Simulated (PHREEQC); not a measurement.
**Leach liquor: speciation**

A solution holds 190 mmol/kgw HCl, 0.8 mmol/kgw LiCl and 0.057 mmol/kgw MgSO4, at 20 °C. Closed to the air; pH follows from the charge balance.

The numbers come from PHREEQC with the ion-association model, wateq4f.dat.

No solid was allowed to form.

Problem. Estimate the pH.

Solution. pH 0.82.

Problem. In which forms is S present?

Solution. HSO4- 84 %, SO4-2 16 % of the S.

Species that the database lacks are ignored.
